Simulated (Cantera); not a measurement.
A perfectly stirred reactor is fed with 27.7 % H2, 30.1 % O2, 42.2 % N2, equivalence ratio 0.46, at 90.0 Torr; it is held at 1375 K, and followed from long to short residence time.

Computed with Cantera and GRI-Mech 3.0 (53 species, 325 reactions). The temperature is held fixed by assumption; the heat of reaction is taken as removed at once.

Task: Predict: x(H2) at τ = 0.330 s; x(O2) at τ = 0.330 s; x(HO2) at τ = 0.330 s; x(N2O) at τ = 0.330 s; x(H) at τ = 0.330 s; x(H2) at τ = 5.30 ms; x(O2) at τ = 5.30 ms; x(HO2) at τ = 5.30 ms; x(N2O) at τ = 5.30 ms; x(H) at τ = 5.30 ms.

Result: 
```json
{
  "x(H2) at τ = 0.330 s": "0.000570",
  "x(O2) at τ = 0.330 s": "0.188",
  "x(HO2) at τ = 0.330 s": "6.71e-6",
  "x(N2O) at τ = 0.330 s": "1.12e-7",
  "x(H) at τ = 0.330 s": "0.000127",
  "x(H2) at τ = 5.30 ms": "0.00801",
  "x(O2) at τ = 5.30 ms": "0.186",
  "x(HO2) at τ = 5.30 ms": "2.26e-5",
  "x(N2O) at τ = 5.30 ms": "3.45e-8",
  "x(H) at τ = 5.30 ms": "0.00750"
}
```
